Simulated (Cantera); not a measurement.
Feed: 1 mol Al(CH3)3, 44 mol NH3, 250 mol N2.

These are equilibrium values from Cantera (NASA tables, ideal gas, pure condensed phases), not measurements of a reactor. Candidate condensed phases: Al, AlN, C, C6H6, C7H8, C8H18; 97 gas species. The feed counts by its element totals alone. Kinetics and transport are ignored.

Q: What condenses at these points (T in K, P in Pa): (1873, 100000); (1273, 100000); (2173, 2500); (673, 40000); (1423, 1000); (1123, 400); (1873, 400)?

A: 
```csv
T (K),P in Pa,condensed phases,Al condensed (%)
1873,100000,AlN + C,99.9
1273,100000,AlN + C,100.0
2173,2500,gas only,0.0
673,40000,AlN,100.0
1423,1000,AlN + C,100.0
1123,400,AlN + C,100.0
1873,400,C,0.0
```
